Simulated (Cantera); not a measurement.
Charge: 1 mol MgO, 8.7 mol HCl, 0.075 mol O₂, held at 0.698 Torr.

Cantera equilibrium calculation (NASA polynomials, part measured and part estimated; ideal gas, pure solids and liquids). Candidate condensed phases: H₂O, Mg, MgCl₂, MgO, Mg(OH)₂; 22 gas species. Condensed phases not in the tables: MgOHCl. The numbers say what is thermodynamically allowed, not how fast it happens. All values below are at 577 °C.

Base state: HCl 0.966, H₂O 0.0171, Cl₂ 0.0170, Cl 0.000119, O₂ 7.53e-5, MgCl₂ 4.59e-5 (mole fractions); condensed: MgO(s).

What changes in the equilibrium state with this change: O₂ from 0.075 to 1.4 mol?


```csv
species,before,after
HCl,0.966,0.736
O₂,7.53e-5,0.104
H₂O,0.0171,0.0795
Cl₂,0.0170,0.0794
MgCl₂,4.59e-5,5.75e-6
Cl,0.000119,0.000258
"MgO(s), mol",1.000,1.000
```
